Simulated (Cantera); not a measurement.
Input (Python, Cantera) and output of one run.

```python
import numpy as np
import cantera as ct

gas_names = [...]  # 118 gases of nasa_gas.yaml made of C, Cl, F, H
cond_names = """
    C(gr) C6H6(L) C7H8(L) C8H18(L),n-octa
""".split()


# ... load() reads the species with a 1 bar reference pressure and builds the phases ...
atoms = {
    'CH3Cl': {'C': 1, 'H': 3, 'CL': 1},
    'F2': {'F': 2},
}
top_T = {'C(gr)': 4500}  # K; cautious upper limits of use, not melting points


# ... equilibrate(T, P, feed) seeds the gas with the atoms and calls Mixture.equilibrate('TP', solver="vcs", rtol=1e-11, max_steps=5000) ...
results = []
feed = {'CH3Cl': 1, 'F2': 0.41}  # mol
P = 133.322  # Pa
for T in [1875, 1975, 2075, 2175, 2275, 2375, 2475, 2575, 2675]:
    mix = equilibrate(T, P, feed)
    results.append((T, P, feed, dict(zip(mix.species_names, mix.species_moles))))
    x = sorted(zip(gas.X, gas.species_names), reverse=True)
    print(f"T = {T:g} K  P = {P:g} Pa  gas = {mix.phase_moles(0):.4g} mol")
    print("   x: " + "  ".join(f"{s} {v:.3e}" for v, s in x if v > 0.001))
    print("   condensed (mol): " + ("  ".join(f"{mix.phase(i).name} {mix.phase_moles(i):.4g}"
          for i in range(1, mix.n_phases) if mix.phase_moles(i) > 1e-12) or "none"))
```

Output:

```
T = 1875 K  P = 133.322 Pa  gas = 2.434 mol
   x: HCL 3.998e-01  HF 3.369e-01  H2 2.434e-01  CL 1.102e-02  H 8.857e-03
   condensed (mol): C(gr) 0.9996
T = 1975 K  P = 133.322 Pa  gas = 2.46 mol
   x: HCL 3.846e-01  HF 3.334e-01  H2 2.415e-01  CL 2.192e-02  H 1.842e-02
   condensed (mol): C(gr) 0.9992
T = 2075 K  P = 133.322 Pa  gas = 2.504 mol
   x: HCL 3.596e-01  HF 3.274e-01  H2 2.374e-01  CL 3.973e-02  H 3.554e-02
   condensed (mol): C(gr) 0.9985
T = 2175 K  P = 133.322 Pa  gas = 2.577 mol
   x: HCL 3.223e-01  HF 3.181e-01  H2 2.293e-01  CL 6.567e-02  H 6.402e-02
   condensed (mol): C(gr) 0.9973
T = 2275 K  P = 133.322 Pa  gas = 2.688 mol
   x: HF 3.049e-01  HCL 2.730e-01  H2 2.144e-01  H 1.077e-01  CL 9.898e-02
   condensed (mol): C(gr) 0.9954
T = 2375 K  P = 133.322 Pa  gas = 2.844 mol
   x: HF 2.879e-01  HCL 2.153e-01  H2 1.903e-01  H 1.685e-01  CL 1.363e-01  C2H2,acetylene 1.182e-03
   condensed (mol): C(gr) 0.9923
T = 2475 K  P = 133.322 Pa  gas = 3.046 mol
   x: HF 2.683e-01  H 2.439e-01  CL 1.721e-01  H2 1.566e-01  HCL 1.561e-01  C2H2,acetylene 1.523e-03
   condensed (mol): C(gr) 0.9867
T = 2575 K  P = 133.322 Pa  gas = 3.282 mol
   x: H 3.246e-01  HF 2.481e-01  CL 2.013e-01  H2 1.171e-01  HCL 1.034e-01  F 1.737e-03  C2H2,acetylene 1.721e-03  C3 1.156e-03
   condensed (mol): C(gr) 0.9722
T = 2675 K  P = 133.322 Pa  gas = 3.531 mol
   x: H 3.968e-01  HF 2.284e-01  CL 2.204e-01  H2 7.870e-02  HCL 6.275e-02  C3 4.722e-03  F 3.684e-03  C2H2,acetylene 1.694e-03  C 1.181e-03
   condensed (mol): C(gr) 0.9228
```

Cantera equilibrium calculation (NASA polynomials, part measured and part estimated; ideal gas, pure solids and liquids).
